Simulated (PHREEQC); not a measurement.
Solution (60 °C): 0.035 mol HF, 0.042 mol NaF and 3e-07 mol H4SiO4 per kg of water. Closed to the air; pH follows from the charge balance.

Model: ion-association model, phreeqc.dat, run in PHREEQC.

This is a speciation only: nothing precipitates in the calculation.

Problem. Estimate the pH.

Solution. pH 3.47.

Problem. In which forms is Na present?

Solution. Na+ 99 %, NaF 1.4 % of the Na.

At this temperature some constants are extrapolated from 25 °C, and those without enthalpy data are left unchanged. SiF6-2 is the database's only silicon fluoride.
